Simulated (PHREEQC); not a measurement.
A made-up water analysis in mmol/kgw, 25 °C, pH 6.91:

```
constituent           mmol/kgw
--------------------  --------
Na                        69.5
K                         10.7
Ca                          10
Mg                        5.41
Cl                        86.6
S(6)                      11.2
Alkalinity (meq/kgw)  3.38e-06
```

Cl is adjusted to close the charge balance.
Valence states are taken as typed.

Equilibrium calculation in PHREEQC: Pitzer model, pitzer.dat.

| quantity | before | after |
|---|---|---|
| ionic strength (mol/kgw) | 0.138 | 0.138 |
| HCO3- (mol/kgw) | 5.90e-8 | 3.29e-7 |
| HSO4- (mol/kgw) | 4.14e-8 | 8.25e-8 |
| MgOH+ (mol/kgw) | 2.62e-8 | 1.31e-8 |
| CO2 (mol/kgw) | 1.28e-8 | 1.42e-7 |
| CO3-2 (mol/kgw) | 6.73e-11 | 1.88e-10 |
| SI of Gypsum (CaSO4:2H2O) | -0.50 | -0.50 |
| SI of Halite (NaCl) | -4.03 | -4.03 |

Task: Name the change that produced these shifts.
A. pH from 6.91 to 5.91 at the same alkalinity
B. Alkalinity from 3.38e-06 to 1.69e-06 mmol/kgw
C. pH from 6.91 to 6.61 at the same alkalinity

Result: C, pH from 6.91 to 6.61 at the same alkalinity

Precipitation was switched off in this run.
